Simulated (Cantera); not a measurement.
Charge: 1 mol AlCl₃, a varied amount of H₂O, 79 mol N₂, at 1998 K and 100000 Pa.

Cantera equilibrium calculation (NASA polynomials, part measured and part estimated; ideal gas, pure solids and liquids). Candidate condensed phases: Al, AlCl₃, AlN, Al₂O₃, H₂O, NH₄Cl; 45 gas species. The tables' values for AlCl₂ are old estimates; treat these amounts as uncertain. Gases not in the tables: Al(OH)₃. Rates play no part.

x: gas mole fraction; n: condensed amount in mol.

```csv
n(H₂O) (mol),x N₂,x H₂O,x HCl,x AlCl₃,n Al₂O₃(s)
0.23,0.982,9.09e-7,0.00566,0.00937,0.0763
0.36,0.980,2.37e-6,0.00880,0.00837,0.120
0.58,0.977,6.93e-6,0.0140,0.00672,0.193
0.91,0.972,…,…,…,…
1.4,0.964,0.000152,0.0325,0.000821,0.462
2.3,0.953,0.00952,0.0347,2.02e-6,0.500
3.6,0.938,0.0246,0.0343,4.68e-7,0.500
5.7,0.915,0.0480,0.0336,1.61e-7,0.500
9,0.882,0.0826,0.0325,6.45e-8,0.500
14,0.835,…,0.0308,…,0.500
22,0.769,0.197,0.0285,1.18e-8,0.500
```

Task: Complete the blanks.

Result: 
- 0.91, x H₂O: 2.22e-5
- 0.91, x HCl: 0.0216
- 0.91, x AlCl₃: 0.00431
- 0.91, n Al₂O₃(s): 0.302
- 14, x H₂O: 0.130
- 14, x AlCl₃: 2.78e-8
